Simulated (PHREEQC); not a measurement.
Dissolve 0.22 mol/kgw NaHSO4 at 25 °C. Closed to the air; pH follows from the charge balance.

Model: ion-association model, wateq4f.dat, run in PHREEQC.

Question: The ionic strength comes out as 0.351 mol/kgw. What activity coefficients do NaSO4-, SO4-2, H+, HSO4-, Na+ get?

Answer: NaSO4- 0.71, SO4-2 0.24, H+ 0.78, HSO4- 0.69, Na+ 0.72.

No solid was allowed to form.
